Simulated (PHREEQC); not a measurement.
Make-up at 25 °C: 0.14 mol ZnSO4, 0.0032 mol ZnCl2, 0.19 mol HCl and 0.24 mol CdCl2 per kg of water. Closed to the air; pH follows from the charge balance.

Model: ion-association model, wateq4f.dat, run in PHREEQC.

pH: 1.05
ionic strength: 0.629 mol/kgw
activity of water: 0.984
total alkalinity: -190 meq/kg

```csv
species,molality,activity,log γ
Cl-,0.331,0.208,-0.202
CdCl+,0.130,0.0961,-0.129
H+,0.119,0.0899,-0.121
Zn+2,0.0931,0.0218,-0.631
CdCl2,0.0720,0.0832,0.063
HSO4-,0.0712,0.0464,-0.186
SO4-2,0.0284,0.00531,-0.728
ZnSO4,0.0234,0.0271,0.063
ZnCl+,0.0192,0.0122,-0.198
Cd+2,0.0159,0.00485,-0.517
CdCl3-,0.0147,0.0109,-0.129
CdSO4,0.00642,0.00742,0.063
```

This is a speciation only: nothing precipitates in the calculation. Species that the database lacks are ignored.
